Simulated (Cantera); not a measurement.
Cantera run, input and output.

```python
import numpy as np
import cantera as ct

gas = ct.Solution("SiF4_NH3_mec.yaml", "gas")
gas.TPX = 1450, 19000, {'NH3': 1, 'N2': 0.36}
reactor = ct.IdealGasConstPressureReactor(gas, energy="off", clone=False)
net = ct.ReactorNet([reactor])
net.rtol, net.atol = 1e-08, 1e-18
show = ['NH3', 'N2', 'N2H2', 'H2', 'H', 'NH2', 'N2H4']
times = np.geomspace(0.0009, 200, 13)

steps = ct.SolutionArray(gas, extra=["t"])
rows = []
print(f"{'t/s':>10s}{'T/K':>9s}{'P/Pa':>11s}" + "".join(f"{s:>11s}" for s in show))
for t in times:
    while net.time < t:
        t_next = net.step()
        steps.append(gas.state, t=t_next)
    rows.append([np.interp(t, steps.t, y) for y in (steps.T, steps.P, *steps(*show).X.T)])
    print(f"{t:10.3e}{rows[-1][0]:9.1f}{rows[-1][1]:11.4g}" + "".join(f"{x:11.3e}" for x in rows[-1][2:]))
rate = np.gradient(steps.T, steps.t)
print("integrator steps:", len(steps.t))
if steps.T.max() > steps.T[0] + 200:
    print(f"time of steepest temperature rise: {steps.t[rate.argmax()]:.4e} s")
gas.TPX = 1450, 19000, {'NH3': 1, 'N2': 0.36}
gas.equilibrate("TP")
print(f"equilibrium (TP): T = {gas.T:.1f} K  " + "  ".join(f"{s} {gas[s].X[0]:.3e}" for s in show))
```

It prints:

```
       t/s      T/K       P/Pa        NH3         N2       N2H2         H2          H        NH2       N2H4
 9.000e-04   1450.0    1.9e+04  7.353e-01  2.647e-01  5.931e-11  3.226e-07  4.626e-10  6.451e-07  1.573e-11
 2.511e-03   1450.0    1.9e+04  7.353e-01  2.647e-01  7.056e-10  9.056e-07  4.684e-10  1.799e-06  1.387e-10
 7.004e-03   1450.0    1.9e+04  7.353e-01  2.647e-01  6.576e-09  2.648e-06  5.219e-10  5.006e-06  1.125e-09
 1.954e-02   1450.0    1.9e+04  7.353e-01  2.647e-01  5.321e-08  1.011e-05  9.718e-10  1.373e-05  8.566e-09
 5.451e-02   1450.0    1.9e+04  7.352e-01  2.647e-01  2.688e-07  7.384e-05  4.049e-09  3.057e-05  4.254e-08
 1.521e-01   1450.0    1.9e+04  7.348e-01  2.648e-01  3.662e-07  4.115e-04  1.282e-08  3.568e-05  5.794e-08
 4.243e-01   1450.0    1.9e+04  7.336e-01  2.649e-01  3.654e-07  1.398e-03  3.543e-08  3.559e-05  5.765e-08
 1.184e+00   1450.0    1.9e+04  7.305e-01  2.653e-01  3.620e-07  4.134e-03  9.784e-08  3.531e-05  5.676e-08
 3.302e+00   1450.0    1.9e+04  7.218e-01  2.665e-01  3.523e-07  1.164e-02  2.677e-07  3.466e-05  5.471e-08
 9.212e+00   1450.0    1.9e+04  6.987e-01  2.697e-01  3.262e-07  3.162e-02  7.163e-07  3.332e-05  5.055e-08
 2.570e+01   1450.0    1.9e+04  6.419e-01  2.774e-01  2.674e-07  8.069e-02  1.823e-06  3.062e-05  4.268e-08
 7.169e+01   1450.0    1.9e+04  5.255e-01  2.931e-01  1.709e-07  1.813e-01  4.159e-06  2.548e-05  2.955e-08
 2.000e+02   1450.0    1.9e+04  3.528e-01  3.166e-01  7.408e-08  3.306e-01  7.873e-06  1.777e-05  1.436e-08
integrator steps: 922
equilibrium (TP): T = 1450.0 K  NH3 4.141e-06  N2 3.644e-01  N2H2 1.139e-15  H2 6.356e-01  H 1.741e-05  NH2 2.399e-10  N2H4 2.650e-18
```

Computed with Cantera and the gas-phase N/H chemistry of the illustrative SiF4/NH3 mechanism in the Surface Chemkin manual (1991). Walls and surfaces, which speed up NH3 decomposition in real reactors, are not modelled.
